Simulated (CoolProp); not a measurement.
R1224YDZ along the isobar 0.972 MPa: density (kg/m³) from the reference equation and from simpler models built on Tc = 428.7 K, pc = 3.334 MPa, ω = 0.325; each cubic takes its own stable root.

Values from CoolProp's reference Helmholtz-energy equation of state, Akasaka 2023.

```
T (K)  phase  reference  van der Waals  Redlich-Kwong  Soave-Redlich-Kwong  Peng-Robinson
-----  -----  ---------  -------------  -------------  -------------------  -------------
370.6    gas      58.84          54.45          56.62                57.77          58.66
379.2    gas      56.02          52.69          54.48                55.32          56.14
387.7    gas      53.64          51.07          52.57                53.17          53.94
396.3    gas      51.54          49.56          50.80                51.22          51.93
404.8    gas      49.70          48.16          49.20                49.48          50.14
413.4    gas      48.03          46.84          47.71                47.87          48.49
421.9    gas      46.54          45.61          46.35                46.41          46.99
430.4    gas      45.16          44.46          45.07                45.06          45.61
439      gas      43.89          43.36          43.87                43.79          44.31
447.5    gas      42.71          42.33          42.76                42.63          43.12
456.1    gas      41.61          41.34          41.70                41.52          41.99
464.6    gas      40.59          40.42          40.71                40.50          40.94
473.1    gas      39.63          39.53          39.78                39.54          39.96
```
